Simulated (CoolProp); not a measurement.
n-decane at several states: Z from the reference equation and from simpler models built on Tc = 617.7 K, pc = 2.101 MPa, ω = 0.488; each cubic takes its own stable root.

Model: reference Helmholtz-energy equation of state, Lemmon 2006, in CoolProp. It is a short technical equation, of lower accuracy than the large ones.

| T (K) | p (MPa) | phase | reference |
|---|---|---|---|
| 337.9 | 1.22 | liquid | 0.08869 |
| 585.2 | 0.0226 | gas | 0.9953 |
| 470.2 | 0.0979 | gas | 0.9501 |
| 344 | 2.34 | liquid | 0.1679 |
| 586.8 | 0.164 | gas | 0.9652 |

Q: How far does each simpler model (van der Waals, Redlich-Kwong, Soave-Redlich-Kwong, Peng-Robinson) lie from the reference over these 5 states: mean and median of the absolute difference, and the worst?

A: 
- van der Waals: mean 34.7 %, median 2.4 %, worst +85.8 % at 337.9 K and 1.22 MPa
- Redlich-Kwong: mean 10.8 %, median 1.6 %, worst +26.2 % at 337.9 K and 1.22 MPa
- Soave-Redlich-Kwong: mean 8.2 %, median 0.8 %, worst +20.1 % at 337.9 K and 1.22 MPa
- Peng-Robinson: mean 2.8 %, median 0.6 %, worst +6.8 % at 337.9 K and 1.22 MPa
